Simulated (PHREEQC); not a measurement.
Solution (60 °C): 5.6e-05 mol Ca(HCO3)2, 0.061 mol NaF and 0.00028 mol KCl per kg of water. Closed to the air; pH follows from the charge balance.

All values are PHREEQC results (ion-association model, wateq4f.dat), not measurements.

This is a speciation only: nothing precipitates in the calculation.

Question: What pH does the model give?

Answer: pH 7.65.

Question: In which forms is F present?

Answer: F- 98 %, NaF 2.1 % of the F.

Examples of supersaturated solids here: Fluorite. Others may be too. Constants without temperature data keep their 25 °C values here.
